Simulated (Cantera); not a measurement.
A perfectly stirred reactor is fed with NO : N₂ = 1 : 9 (molar parts), at 0.210 bar; it is held at 2100 K, and followed from long to short residence time.

Cantera simulation using GRI-Mech 3.0 (53 species, 325 reactions); the numbers are that mechanism's predictions, not measurements.

One state of this run: x NO = 0.0927; x O = 0.000226; x NO₂ = 9.55e-6; x O₂ = 0.00351; x N₂O = 4.10e-6; x N₂ = 0.904. x: mole fraction; the columns are a selection and need not sum to one.

**Question.** Which value of τ (s) does it belong to?
A. 0.25
B. 1.3
C. 0.0092
D. 3.0

**Answer.** A, 0.25
